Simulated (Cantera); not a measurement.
Input: 1 mol Ti(NMe₂)₄, 34 mol H₂, at 1598.15 K and 0.520 bar.

Equilibrium computed with Cantera from the NASA thermochemical tables; the gas is ideal and each condensed phase is pure. Candidate condensed phases: C, C₆H₆, C₇H₈, C₈H₁₈, Ti, TiC, TiN; 93 gas species. The feed counts by its element totals alone. TiC: taken at fixed stoichiometry. Equilibrium is a limit: real reactors are often held back by kinetics, nucleation or transport.

### Question
What is the equilibrium state?

### Answer
```
Quantity                             Result
--------------------------------  ---------
x(H₂)                                 0.957
x(N₂)                                0.0415
x(CH₄)                             0.000784
x(HCN)                             0.000403
x(H)                                7.23e-5
x(C₂H₂ (acetylene))                 2.58e-5
x(HNC)                              9.18e-6
x(NH₃)                              4.65e-6
x(C₂H₄)                             1.46e-6
n(C(graphite))                     6.94 mol
n(TiC(s))                          1.00 mol
gas amount                        47.96 mol
log10 activity of Ti(β) (absent)      -5.37
```
